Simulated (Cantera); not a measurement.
Charge: 1 mol LiOH, 0.41 mol H2, 6.8 mol O2, held at 950 K and 0.0133 bar.

Equilibrium computed with Cantera from the NASA thermochemical tables; the gas is ideal and each condensed phase is pure. Candidate condensed phases: H2O, Li, LiH, LiOH, Li2O; 17 gas species. Condensed phases not in the tables: the peroxide. Equilibrium is a limit: real reactors are often held back by kinetics, nucleation or transport.

Base state: O2 0.879, H2O 0.121, LiOH 2.04e-5 (mole fractions); condensed: Li2O(s).

Q: What changes in the equilibrium state with this change: pressure from 0.0133 bar to 4.00 bar?

A: 
```json
[
 {"species": "O2", "before": "0.879", "after": "0.941"},
 {"species": "H2O", "before": "0.121", "after": "0.0585"},
 {"species": "LiOH", "before": "2.04e-5", "after": "5.82e-7"},
 {"species": "Li2O(s), mol", "before": "0.500", "after": "0"},
 {"species": "LiOH(l), mol", "before": "0", "after": "1.000"}
]
```
